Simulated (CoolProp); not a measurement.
R142b along the isobar 7.62 bar: Z from the reference equation and from simpler models built on Tc = 137.1 °C, pc = 40.55 bar, ω = 0.232; each cubic takes its own stable root.

Values from CoolProp's reference Helmholtz-energy equation of state, Lemmon 2006. It is a short technical equation, of lower accuracy than the large ones.

```json
[
 {"T (°C)": "-56.35", "phase": "liquid", "reference": "0.03278", "Redlich-Kwong": "0.03715", "Soave-Redlich-Kwong": "0.03642"},
 {"T (°C)": "-30.95", "phase": "liquid", "reference": "0.03061", "Redlich-Kwong": "0.03475", "Soave-Redlich-Kwong": "0.03388"},
 {"T (°C)": "-5.65", "phase": "liquid", "reference": "0.02902", "Redlich-Kwong": "0.03313", "Soave-Redlich-Kwong": "0.03212"},
 {"T (°C)": "19.65", "phase": "liquid", "reference": "0.02793", "Redlich-Kwong": "0.03222", "Soave-Redlich-Kwong": "0.03106"},
 {"T (°C)": "44.95", "phase": "liquid", "reference": "0.02733", "Redlich-Kwong": "0.8513", "Soave-Redlich-Kwong": "0.03075"},
 {"T (°C)": "70.25", "phase": "gas", "reference": "0.8675", "Redlich-Kwong": "0.8837", "Soave-Redlich-Kwong": "0.8758"},
 {"T (°C)": "95.55", "phase": "gas", "reference": "0.8998", "Redlich-Kwong": "0.9070", "Soave-Redlich-Kwong": "0.9029"},
 {"T (°C)": "120.95", "phase": "gas", "reference": "0.9217", "Redlich-Kwong": "0.9243", "Soave-Redlich-Kwong": "0.9230"},
 {"T (°C)": "146.25", "phase": "gas", "reference": "0.9374", "Redlich-Kwong": "0.9375", "Soave-Redlich-Kwong": "0.9382"},
 {"T (°C)": "171.55", "phase": "gas", "reference": "0.9492", "Redlich-Kwong": "0.9479", "Soave-Redlich-Kwong": "0.9500"},
 {"T (°C)": "196.85", "phase": "gas", "reference": "0.9583", "Redlich-Kwong": "0.9562", "Soave-Redlich-Kwong": "0.9593"}
]
```

At some of these states Redlich-Kwong gives the other phase, because its saturation line lies elsewhere.
